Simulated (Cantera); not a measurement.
# Thermodynamics of silicon carbide growth, feed SiHCl3 + C3H8 + H2

Charge: 1 mol SiHCl3, 0.0061 mol C3H8, a varied amount of H2, equilibrated at 1823 K and 1000 Pa.

Method: chemical equilibrium by Gibbs-energy minimisation in Cantera with the NASA 1993 tables (ideal gas, pure condensed phases). Candidate condensed phases: C, C6H6, C7H8, C8H18, Si, SiC; 109 gas species. Mutual solubility and eutectic melting of coexisting phases are not modelled. The tables' values for SiCl are old estimates; treat these amounts as uncertain. Gases not in the tables: Si2H6 and higher silanes. Equilibrium is a limit: real reactors are often held back by kinetics, nucleation or transport.

```
n(H2) (mol)  log p H2  log p HCl  log p H  log p SiCl2  log p Si  log p SiCl  n Si(l)  n SiC(s)
-----------  --------  ---------  -------  -----------  --------  ----------  -------  --------
130             -2.01      -3.70    -4.37        -4.91     -5.35       -6.17    0.738    0.0175
260             -2.01      -3.97    -4.37        -5.46     -5.35       -6.44    0.741    0.0168
380             -2.01      -4.13    -4.37        -5.77     -5.35       -6.60    0.702    0.0161
510             -2.00      -4.25    -4.37        -6.02     -5.35       -6.72    0.648    0.0153
640             -2.00      -4.35    -4.37        -6.21     -5.35       -6.82    0.587    0.0146
770             -2.00      -4.42    -4.37        -6.37     -5.35       -6.90    0.523    0.0138
900             -2.00      -4.49    -4.37        -6.50     -5.35       -6.96    0.458    0.0130
1000            -2.00      -4.54    -4.36        -6.59     -5.35       -7.01    0.407    0.0125
1200            -2.00      -4.61    -4.36        -6.75     -5.35       -7.09    0.304    0.0113
1300            -2.00      -4.65    -4.36        -6.82     -5.35       -7.12    0.251    0.0107
```
log p: log10 of the partial pressure in bar; n: condensed amount in mol.

From 130 mol H2 to 1300 mol H2 the condensed part is Si(l) + SiC(s). The main Si-bearing gas is SiCl2 at 130 mol H2 and Si at 1300 mol H2. The share of Si in condensed phases is highest at 260 mol H2 (75.7 %) and lowest at 1300 mol H2 (26.2 %).
